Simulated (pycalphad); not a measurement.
**Freezing of Al-Si-Mn alloys with rising Mn**

CALPHAD calculation (pycalphad, COST 507 light-alloy database (1999)), 1 atm. The database dates from 1999; later assessments differ in places, in temperatures and in the compounds included. Phase fractions are per mole of atoms.

Scheil-Gulliver runs (no diffusion in the solid, steps of 4 K) beside full equilibrium.

```json
[
 {"alloy": "Al-14.41Si-1.72Mn (at.%)", "liquidus (°C)": "___", "Scheil, half solid (°C)": "at the invariant end", "Scheil, 80 % solid (°C)": "at the invariant end", "Scheil, invariant end (°C)": "576", "liquid left at that end": "___", "equilibrium solidus (°C)": "576"},
 {"alloy": "Al-14.41Si-2.58Mn (at.%)", "liquidus (°C)": "716", "Scheil, half solid (°C)": "at the invariant end", "Scheil, 80 % solid (°C)": "at the invariant end", "Scheil, invariant end (°C)": "576", "liquid left at that end": "0.83", "equilibrium solidus (°C)": "576"},
 {"alloy": "Al-14.41Si-3.44Mn (at.%)", "liquidus (°C)": "739", "Scheil, half solid (°C)": "at the invariant end", "Scheil, 80 % solid (°C)": "at the invariant end", "Scheil, invariant end (°C)": "576", "liquid left at that end": "0.79", "equilibrium solidus (°C)": "576"},
 {"alloy": "Al-14.41Si-10.32Mn (at.%)", "liquidus (°C)": "875", "Scheil, half solid (°C)": "at the invariant end", "Scheil, 80 % solid (°C)": "at the invariant end", "Scheil, invariant end (°C)": "576", "liquid left at that end": "0.51", "equilibrium solidus (°C)": "576"}
]
```

Complete the blanks.


- Al-14.41Si-1.72Mn (at.%), liquidus (°C): 689
- Al-14.41Si-1.72Mn (at.%), liquid left at that end: 0.88
